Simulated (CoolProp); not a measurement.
Vapour-liquid equilibrium of o-xylene (1) + n-undecane (2) at 3.7 bar; x and y are mole fractions of (1).

Model: multi-fluid Helmholtz-energy mixture model, Zhou 2012 and Aleksandrov 2011; pair parameters Bell 2016, in CoolProp.

| x | bubble temperature, mixture model (°C) | bubble temperature, Raoult's law (°C) | y, mixture model | y, Raoult's law |
|---|---|---|---|---|
| 0.05 | 253.3 | 252.5 | 0.100 | 0.124 |
| 0.125 | 248.0 | 246.4 | ___ | 0.281 |
| 0.2 | 242.8 | 240.8 | 0.361 | 0.411 |
| 0.275 | 237.8 | 235.7 | 0.470 | 0.518 |
| 0.35 | ___ | 230.9 | 0.564 | 0.608 |
| 0.425 | ___ | 226.5 | 0.646 | 0.684 |
| 0.5 | 224.2 | 222.4 | ___ | 0.748 |
| 0.575 | 220.1 | 218.6 | 0.778 | 0.803 |
| 0.65 | ___ | 215.0 | 0.831 | 0.850 |
| 0.725 | 212.6 | 211.7 | 0.877 | 0.890 |
| 0.8 | ___ | 208.6 | 0.917 | 0.926 |
| 0.875 | ___ | 205.6 | 0.952 | 0.957 |
| 0.95 | ___ | 202.8 | 0.982 | 0.984 |

Question: What belongs in the gaps?

Answer: 
- 0.125, y, mixture model: 0.238
- 0.35, bubble temperature, mixture model (°C): 233.0
- 0.425, bubble temperature, mixture model (°C): 228.5
- 0.5, y, mixture model: 0.717
- 0.65, bubble temperature, mixture model (°C): 216.2
- 0.8, bubble temperature, mixture model (°C): 209.2
- 0.875, bubble temperature, mixture model (°C): 206.0
- 0.95, bubble temperature, mixture model (°C): 203.0

The largest gap from Raoult's law is +2.1 K in bubble temperature, at x = 0.275. No azeotrope shows between x = 0.05 and 0.95.

The pair parameters rest on a limited set of measurements; away from them the model extrapolates.
